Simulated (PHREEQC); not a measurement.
Solution (25 °C): 0.063 mol LiBr and 0.013 mol Na2SO4 per kg of water. Closed to the air; pH follows from the charge balance.

Model: Pitzer model, pitzer.dat, run in PHREEQC.

Precipitation was switched off in this run.

Predict the specific conductance, osmotic coefficient.

specific conductance 8520 µS/cm; osmotic coefficient 0.916.
